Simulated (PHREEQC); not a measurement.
Consider water at 20 °C with 15 mmol/kgw KHSO4 and 64 mmol/kgw CdCl2. Closed to the air; pH follows from the charge balance.

Computed with PHREEQC (ion-association model, phreeqc.dat).

Precipitation was switched off in this run.

Question: Estimate the pH, ionic strength.

Answer: pH 2.00; ionic strength 0.117 mol/kgw.

Question: In which forms is S present?

Answer: SO4-2 49 %, CdSO4 26 %, HSO4- 19 %, Cd(SO4)2-2 4.3 %, KSO4- 1.6 % of the S.
